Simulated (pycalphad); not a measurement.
An equivalent pycalphad script:

```python
from pycalphad import Database, equilibrium, calculate, variables as v
import numpy as np
db = Database('COST507.tdb')
comps = ['SN', 'SI', 'VA']
phases = ['BCT_A5', 'DIAMOND_A4', 'LIQUID']
eq = equilibrium(db, comps, phases, {v.X('SI'): 0.2093, v.T: np.arange(2350, 499, -40), v.P: 101325, v.N: 1}, output=['HM', 'SM'])
```

Computed with pycalphad from the COST 507 light-alloy database (1999), at 1 atm. The database dates from 1999; later assessments differ in places, in temperatures and in the compounds included. Phase fractions are per mole of atoms.

Results at three of the temperatures:

```
T = 1670.00 K, P = 101325 Pa, N = 1 mol of atoms
G = -131430 J/mol, H = 58652 J/mol, S = 113.82 J/(mol K)  (SER reference)
chemical potentials (J/mol): Sn -146831, Si -73249
phase             fraction      x(Sn)      x(Si)
LIQUID              1.0000     0.7907     0.2093
```

```
T = 1350.00 K, P = 101325 Pa, N = 1 mol of atoms
G = -96831 J/mol, H = 38188 J/mol, S = 100.01 J/(mol K)  (SER reference)
chemical potentials (J/mol): Sn -109645, Si -48424
phase             fraction      x(Sn)      x(Si)
LIQUID              0.8345     0.9475     0.0525
DIAMOND_A4          0.1655   3.43e-07     1.0000
```

```
T = 1150.00 K, P = 101325 Pa, N = 1 mol of atoms
G = -77508 J/mol, H = 30013 J/mol, S = 93.50 J/(mol K)  (SER reference)
chemical potentials (J/mol): Sn -88028, Si -37765
phase             fraction      x(Sn)      x(Si)
LIQUID              0.8008     0.9874     0.0126
DIAMOND_A4          0.1992   4.06e-07     1.0000
```

Changes of the phase set, refined by bisection:

```csv
T (K),phases above,phases below
1527.9,liquid,diamond (Si) + liquid
```

DIAMOND_A4 is diamond (Si).
